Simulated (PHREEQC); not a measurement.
A made-up water analysis in mg/L, 25 °C, pH 4.07, pe 12.8:

| constituent | mg/L |
|---|---|
| Na | 1800 |
| K | 49.1 |
| Ca | 97.5 |
| Mg | 7.22 |
| Cl | 1070 |
| S(6) as SO4 | 2790 |
| Al | 47.2 |
| F | 5.7 |

Valence states are taken as typed.

The numbers come from PHREEQC with the ion-association model, phreeqc.dat.

Precipitation was switched off in this run.

Estimate the ionic strength, charge-balance error.

ionic strength 0.107 mol/kgw; charge-balance error 1.2 %.

In which forms is Na present?

Na+ 96 %, NaSO4- 4.1 % of the Na.

Fluoro complexes past AlF4- and FeF3 are missing from the database.
